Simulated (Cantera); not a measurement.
Charge: 1 mol Al2O3, 0.2 mol H2O, held at 0.0140 bar.

Cantera equilibrium calculation (NASA polynomials, part measured and part estimated; ideal gas, pure solids and liquids). Candidate condensed phases: Al, Al2O3, H2O; 19 gas species. Gases not in the tables: Al(OH)3. Equilibrium is a limit: real reactors are often held back by kinetics, nucleation or transport.

Question: At 1948 K, list the 6 most abundant gas species with their mole fractions, and the condensed phases.

Answer: H2O 0.967, H2 0.0180, O2 0.00762, OH 0.00622, H 0.00128, O 0.000328. Condensed: Al2O3(s).
